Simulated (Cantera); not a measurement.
# Ammonia decomposition in nitride growth gas

An isothermal, constant-pressure homogeneous reactor starts with 5.88 % NH₃, 94.1 % N₂, at 2325 K and 21.8 Torr.

Cantera simulation using the gas-phase N/H chemistry of the illustrative SiF4/NH3 mechanism in the Surface Chemkin manual (1991); the numbers are that mechanism's predictions, not measurements. Walls and surfaces, which speed up NH3 decomposition in real reactors, are not modelled.

```csv
t (s),x NH₃,x N,x NH,x NH₂,x N₂H₄,x H₂
7.00e-6,0.0588,<1e-12,8.60e-11,3.18e-6,<1e-12,5.46e-7
2.39e-5,0.0588,1.01e-12,2.71e-9,1.36e-5,<1e-12,4.58e-6
8.13e-5,0.0588,1.11e-10,5.86e-8,5.57e-5,4.32e-12,2.52e-5
0.000277,0.0586,5.74e-9,8.90e-7,0.000201,5.67e-11,9.96e-5
0.000945,0.0581,1.25e-7,8.77e-6,0.000666,6.26e-10,0.000405
0.00322,0.0556,1.40e-6,3.59e-5,0.00144,2.91e-9,0.00316
0.0110,0.0460,6.19e-6,5.20e-5,0.000996,1.40e-9,0.0170
0.0374,0.0252,1.03e-5,4.78e-5,0.000512,3.69e-10,0.0469
0.128,0.00434,9.21e-6,2.35e-5,0.000129,2.35e-11,0.0767
0.435,3.30e-5,3.31e-6,2.34e-6,3.41e-6,<1e-12,0.0818
1.48,9.38e-8,4.59e-7,8.89e-8,3.54e-8,<1e-12,0.0783
5.05,7.36e-9,2.63e-7,2.63e-8,5.38e-9,<1e-12,0.0741
17.2,7.03e-9,2.85e-7,2.73e-8,5.36e-9,<1e-12,0.0738
58.7,7.03e-9,2.85e-7,2.73e-8,5.36e-9,<1e-12,0.0738
200,7.03e-9,2.85e-7,2.73e-8,5.36e-9,<1e-12,0.0738
```
x: mole fraction; the columns are a selection and need not sum to one.

Equilibrium at this temperature and pressure: NH₃ 7.03e-9, N 2.85e-7, NH 2.73e-8, NH₂ 5.36e-9, N₂H₄ <1e-12, H₂ 0.0738 (gas phase only).
